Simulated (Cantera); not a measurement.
## Silicon nitride deposition: SiCl₄ + NH₃ + H₂

Input: 1 mol SiCl₄, 0.24 mol NH₃, 39 mol H₂, equilibrated at 898 K and 0.100 bar.

These are equilibrium values from Cantera (NASA tables, ideal gas, pure condensed phases), not measurements of a reactor. Candidate condensed phases: NH₄Cl, Si, Si₃N₄; 28 gas species. The tables' values for SiCl₃ are old estimates; treat these amounts as uncertain. Kinetics and transport are ignored.

x(H₂): 0.960
x(HCl): 0.0202
x(SiCl₄): 0.0178
x(SiHCl₃): 0.00235
x(SiCl₃): 3.06e-5
x(SiH₂Cl₂): 2.94e-5
x(SiCl₂): 2.55e-6
n(Si₃N₄(s)): 0.0600 mol
gas amount: 40.54 mol
log10 activity of Si(s) (absent): -2.35
